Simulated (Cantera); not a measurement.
A closed system holds: 1 mol Si, 0.37 mol H₂, equilibrated at 1298 K and 1.00 bar.

Cantera equilibrium calculation (NASA polynomials, part measured and part estimated; ideal gas, pure solids and liquids). Candidate condensed phases: Si; 9 gas species. Rates play no part.

Base state: H₂ 1.000 (mole fractions); condensed: Si(s).

Question: What changes in the equilibrium state with this change: 0.015 mol HF added?

Answer: 
```
species     before     after
----------  ------  --------
H₂           1.000     0.989
SiF₄             0   0.00695
SiHF₃            0   0.00292
SiH₂F₂           0  0.000585
SiF₃             0  0.000457
HF               0  0.000215
SiH₃F            0   3.10e-5
SiF₂             0   2.58e-5
Si(s), mol    1.00     0.996
```
The tables' values for SiF₃, SiF₂ are old estimates; treat these amounts as uncertain.
